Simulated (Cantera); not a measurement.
An adiabatic, constant-volume homogeneous reactor starts with 12.0 % CH4, 18.5 % O2, 69.5 % N2, equivalence ratio 1.3, at 1525 K and 1.01 bar.

Detailed kinetics in Cantera: GRI-Mech 3.0 (53 species, 325 reactions).

x: mole fraction; the columns are a selection and need not sum to one.

| t (s) | T (K) | P (bar) | x CH4 | x O2 | x OH | x H2O | x CO | x O | x N2O |
|---|---|---|---|---|---|---|---|---|---|
| 1.00e-6 | 1525 | 1.01 | 0.120 | 0.185 | 7.22e-9 | 1.55e-8 | <1e-12 | 4.72e-9 | <1e-12 |
| 3.98e-6 | 1525 | 1.01 | 0.120 | 0.185 | 1.11e-8 | 1.38e-7 | 1.08e-11 | 6.21e-9 | <1e-12 |
| 1.59e-5 | 1525 | 1.01 | 0.120 | 0.185 | 2.43e-8 | 1.02e-6 | 5.68e-10 | 9.76e-9 | 8.09e-12 |
| 6.32e-5 | 1525 | 1.01 | 0.120 | 0.185 | 9.67e-8 | 1.28e-5 | 5.38e-8 | 3.13e-8 | 9.76e-11 |
| 0.000252 | 1526 | 1.01 | 0.120 | 0.185 | (withheld) | (withheld) | (withheld) | (withheld) | 7.73e-10 |
| 0.00100 | 2933 | 2.13 | <1e-12 | 0.00788 | 0.0219 | 0.150 | 0.0765 | 0.00625 | 3.92e-7 |
| 0.00399 | 2944 | 2.14 | <1e-12 | 0.00629 | 0.0199 | 0.151 | 0.0770 | 0.00508 | 5.12e-7 |
| 0.0159 | 2944 | 2.14 | <1e-12 | 0.00629 | 0.0199 | 0.151 | 0.0770 | 0.00508 | 5.12e-7 |
| 0.0633 | 2944 | 2.14 | <1e-12 | 0.00629 | 0.0199 | 0.151 | 0.0770 | 0.00508 | 5.12e-7 |
| 0.252 | 2944 | 2.14 | <1e-12 | 0.00629 | 0.0199 | 0.151 | 0.0770 | 0.00508 | 5.12e-7 |
| 1.00 | 2944 | 2.14 | <1e-12 | 0.00629 | 0.0199 | 0.151 | 0.0770 | 0.00508 | 5.12e-7 |
| 4.00 | 2944 | 2.14 | <1e-12 | 0.00629 | 0.0199 | 0.151 | 0.0770 | 0.00508 | 5.12e-7 |

Question: Fill in the missing entries.

Answer: 
- 0.000252, x OH: 5.62e-7
- 0.000252, x H2O: 0.000262
- 0.000252, x CO: 1.26e-5
- 0.000252, x O: 1.98e-7
